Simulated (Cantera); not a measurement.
Charge: 1 mol B, 1.1 mol H2O, held at 1625 K and 133 Pa.

Method: chemical equilibrium by Gibbs-energy minimisation in Cantera with the NASA 1993 tables (ideal gas, pure condensed phases). Rates play no part.

```json
[
 {"species": "H2", "before": "0.610", "after": "0.598"},
 {"species": "B2O2", "before": "0.177", "after": "0.207"},
 {"species": "HBO", "before": "0.141", "after": "0.151"},
 {"species": "B2O3", "before": "0.0568", "after": "0.0320"},
 {"species": "B2O", "before": "1.52e-5", "after": "3.67e-5"},
 {"species": "BH2", "before": "8.88e-6", "after": "1.95e-5"},
 {"species": "H2O", "before": "2.62e-5", "after": "1.24e-5"},
 {"species": "HBO2", "before": "0.00542", "after": "0.00280"},
 {"species": "B3O3H3", "before": "1.74e-5", "after": "2.13e-5"},
 {"species": "BO", "before": "0.00765", "after": "0.00827"},
 {"species": "B(s), mol", "before": "0", "after": "0.0895"}
]
```
Gas species are given as mole fractions.

Problem. Name the change that produced these shifts.
(A) H2O from 1.1 to 0.96 mol
(B) pressure from 133 Pa to 10000 Pa
(C) pressure from 133 Pa to 1330 Pa
(D) B replaced by B2H6

Solution. A, H2O from 1.1 to 0.96 mol. The tables' values for BH2 are old estimates; treat these amounts as uncertain
